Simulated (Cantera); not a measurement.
Premixed flame

A freely propagating, adiabatic, planar premixed flame of H₂ : O₂ : N₂ = 1 : 0.357 : 1.04 (molar parts), unburnt at 575 K and 3.60 bar; mixture-averaged transport, grid criteria slope 0.08 and curve 0.16, no radiation.

Model: the H2/O2 subset of GRI-Mech 3.0, which has no nitrogen chemistry, integrated in Cantera. The hydrogen kinetics of GRI-Mech 3.0 are dated; newer H2 mechanisms differ, most at raised pressure. Burning velocities carry a grid error of a few per cent, more on coarse grids.

```csv
z (mm),T (K),u (m/s),x H₂,x O₂,x O,x H₂O,x HO₂,x OH
-0.243,575,10.5,0.417,0.149,<1e-8,<1e-8,<1e-8,<1e-8
-0.162,575,10.5,0.417,0.149,<1e-8,<1e-8,<1e-8,<1e-8
-0.122,575,10.5,0.417,0.149,<1e-8,<1e-8,<1e-8,<1e-8
-0.0810,575,10.5,0.417,0.149,<1e-8,4.24e-7,4.90e-7,<1e-8
-0.0405,595,10.8,0.412,0.150,6.55e-6,0.000559,0.000356,3.62e-5
-0.0203,866,15.2,0.374,0.144,0.000387,0.0226,0.000658,0.00136
0,1374,23.3,0.268,0.104,0.00447,0.115,0.000280,0.00445
0.0203,1734,29.0,0.167,0.0422,0.00816,0.228,0.000105,0.0111
0.0405,1912,31.7,0.132,0.0167,0.00802,0.274,3.93e-5,0.0152
0.0810,2085,34.2,0.126,0.00742,0.00663,0.294,1.61e-5,0.0176
0.162,2254,36.5,0.129,0.00475,0.00460,0.305,9.29e-6,0.0175
0.324,2407,38.5,0.132,0.00287,0.00274,0.317,5.17e-6,0.0155
0.648,2528,40.1,0.133,0.00152,0.00144,0.327,2.60e-6,0.0124
```
x: mole fraction of selected species; z is measured from the peak of heat release.

```yaml
laminar_burning_velocity: 1050 cm/s
thermal_thickness: 0.0810 mm
peak x(O): 0.00830
peak x(HO₂): 0.000877
peak x(OH): 0.0178
grid_points: 113
```
